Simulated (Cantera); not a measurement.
A closed system holds: 1 mol Ti(OiPr)4, 2.3 mol H2O, held at 0.0120 bar.

Equilibrium computed with Cantera from the NASA thermochemical tables; the gas is ideal and each condensed phase is pure. Candidate condensed phases: C, C6H6, C7H8, C8H18, H2O, Ti, TiC, TiO, TiO2, Ti2O3, Ti3O5, Ti4O7; 113 gas species. The feed counts by its element totals alone. TiC: taken at fixed stoichiometry. Condensed phases not in the tables: Magnéli phases beyond Ti4O7. Kinetics and transport are ignored.

log p: log10 of the partial pressure in bar; n: condensed amount in mol.

```csv
T (°C),log p H2,log p CO,log p CH4,log p H2O,log p CO2,n C(graphite),n TiO2(rutile),n Ti4O7(s),n Ti3O5(s),n TiC(s)
752,-2.02,-2.60,-5.18,-5.20,-5.67,7.70,1.00,0,0,0
777,-2.02,-2.60,-5.29,-5.37,-5.87,7.70,1.00,0,0,0
802,-2.02,-2.60,-5.39,-5.52,-6.07,7.70,1.00,0,0,0
827,-2.03,-2.58,-5.50,-5.66,-6.22,7.45,0,0.250,0,0
852,-2.03,-2.58,-5.60,-5.80,-6.40,7.45,0,0.250,0,0
877,-2.03,-2.58,…,…,…,7.45,0,0.250,0,0
902,-2.03,-2.58,-5.78,-6.07,-6.72,7.37,0,0,0.333,0
927,-2.03,-2.58,-5.86,-6.19,-6.88,7.37,0,0,0.333,0
952,-2.03,-2.58,…,…,-7.02,7.37,0,0,0.333,0
977,-2.06,-2.48,-6.08,-6.36,-6.97,4.70,0,0,0,1.00
1002,-2.06,-2.48,-6.16,-6.47,-7.11,4.70,0,0,0,1.00
1027,-2.06,-2.48,-6.23,-6.58,-7.24,4.70,0,0,0,1.00
1052,-2.06,-2.48,-6.30,-6.68,-7.36,4.70,0,0,0,1.00
1077,-2.06,-2.48,-6.36,-6.78,-7.49,4.70,0,0,0,1.00
```

**Question.** Fill in the missing entries.

**Answer.** 
- 877, log p CH4: -5.69
- 877, log p H2O: -5.94
- 877, log p CO2: -6.57
- 952, log p CH4: -5.94
- 952, log p H2O: -6.31
